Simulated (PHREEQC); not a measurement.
Synthetic water in mg/kgw, 20 °C, pH 6.7, pe 1:

| constituent | mg/kgw |
|---|---|
| Na | 358 |
| K | 9.71 |
| Ca | 172 |
| Mg | 192 |
| Cl | 874 |
| S(6) as SO4 | 241 |
| Alkalinity as HCO3 | 677 |
| Zn | 0.287 |
| B | 1.98 |
| Fe(2) | 1.83 |
| Br | 7.52 |

Na is adjusted to close the charge balance.
Valence states are taken as typed.

Model: ion-association model, phreeqc.dat, run in PHREEQC.

This is a speciation only: nothing precipitates in the calculation.

Predict the ionic strength.

ionic strength 0.0510 mol/kgw.

In which forms is Fe present?

Fe+2 62 %, FeHCO3+ 31 %, FeSO4 3.7 %, FeCO3 1.3 %, FeCl+ 1.0 % of the Fe.

Examples of supersaturated solids here: Siderite. Others may be too. The database's zinc carbonate complexes are estimates, stronger than later reviews accept.
